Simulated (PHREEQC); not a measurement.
Solution (25 °C): 0.0025 mol HF, 0.14 mol NH4HF2 and 0.00079 mol HCl per kg of water. Closed to the air; pH follows from the charge balance.

Model: ion-association model, phreeqc.dat, run in PHREEQC.

The pH is 3.02 and the ionic strength comes out as 0.141 mol/kgw. The activity of water comes out as 0.993 and the density comes out as 1.000 g/cm³. The total alkalinity is -143 meq/kg.

```csv
species,molality,activity,log γ
NH4+,0.140,0.0999,-0.146
HF,0.103,0.106,0.014
F-,0.101,0.0741,-0.134
HF2-,0.0395,0.0301,-0.118
H+,0.00118,0.000954,-0.091
Cl-,0.000790,0.000586,-0.130
NH3,5.78e-8,5.97e-8,0.014
```

No solid was allowed to form.
